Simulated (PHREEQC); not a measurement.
A column of 1 m (30 cells, dispersivity 0.035 m, 3600 s a shift, diffusion coefficient 3e-10 m²/s) holds 0.0002 eq of the database's cation exchanger X per kg of pore water, first in equilibrium with 68 mmol/kgw KBr and 0.01 mmol/kgw HCl. It is flushed with 9.4e-05 mol/kgw PbCl2, 0.0004 mol/kgw LiCl and 1e-05 mol/kgw HCl, at 40 °C. Values are for the last cell. The system is closed to CO2. No solid was allowed to form.

The series has 31 steps of pore volumes, from 0 to 3.017.

All values are PHREEQC results (ion-association model, phreeqc.dat), not measurements.

Problem. After how many pore volumes does Li at the outlet first reach half of its feed value?

Solution. By 1.0 pore volumes.

Problem. After how many pore volumes does Pb at the outlet first reach half of its feed value?

Solution. By 2.2 pore volumes.

Complexes and solids missing from the database can't appear. Constants without temperature data keep their 25 °C values here.
